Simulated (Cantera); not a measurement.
An isothermal, constant-pressure homogeneous reactor starts with CH₄ : N₂ = 1 : 29 (molar parts), at 1475 K and 101000 Pa. Integrator tolerance rtol = 1e-08.

Detailed kinetics in Cantera: GRI-Mech 3.0 (53 species, 325 reactions). GRI-Mech 3.0 stops at C3 and has no aromatics, soot or wall deposition, so with more carbon than oxygen in the feed, carbon stays in small species such as C2H2 where larger ones or solid carbon would form.

Question: What does this change do: temperature 1475 to 1150 K?

Answer: 
```
quantity                                             before                                     after
----------------  -----------------------------------------  ----------------------------------------
x(CH₄) at 3.00 s    0.0111 (gas-phase equilibrium 0.000639)     0.0333 (gas-phase equilibrium 0.0163)
x(HCN) at 3.00 s     8.82e-9 (gas-phase equilibrium 0.0255)     <1e-12 (gas-phase equilibrium 0.0119)
x(H) at 3.00 s      1.81e-6 (gas-phase equilibrium 2.82e-6)  4.41e-12 (gas-phase equilibrium 1.15e-8)
x(CH₃) at 3.00 s    1.25e-5 (gas-phase equilibrium 7.69e-7)   1.28e-7 (gas-phase equilibrium 1.47e-7)
x(C₂H) at 3.00 s  9.62e-10 (gas-phase equilibrium 2.89e-10)     <1e-12 (gas-phase equilibrium <1e-12)
x(CH₂) at 3.00 s  5.59e-10 (gas-phase equilibrium 3.67e-11)     <1e-12 (gas-phase equilibrium <1e-12)
```

Question: What does this change do: pressure from 101000 Pa to 1330 Pa?

Answer: 
```tsv
quantity	before	after
x(CH₄) at 3.00 s	0.0111 (gas-phase equilibrium 0.000639)	0.0271 (gas-phase equilibrium 8.83e-6)
x(HCN) at 3.00 s	8.82e-9 (gas-phase equilibrium 0.0255)	4.56e-9 (gas-phase equilibrium 0.0260)
x(H) at 3.00 s	1.81e-6 (gas-phase equilibrium 2.82e-6)	2.84e-6 (gas-phase equilibrium 2.49e-5)
x(CH₃) at 3.00 s	1.25e-5 (gas-phase equilibrium 7.69e-7)	0.000167 (gas-phase equilibrium 9.17e-8)
x(C₂H) at 3.00 s	9.62e-10 (gas-phase equilibrium 2.89e-10)	1.16e-9 (gas-phase equilibrium 2.59e-9)
x(CH₂) at 3.00 s	5.59e-10 (gas-phase equilibrium 3.67e-11)	3.54e-8 (gas-phase equilibrium 3.78e-11)
```
Radical loss at walls, strong at low pressure, is not modelled.
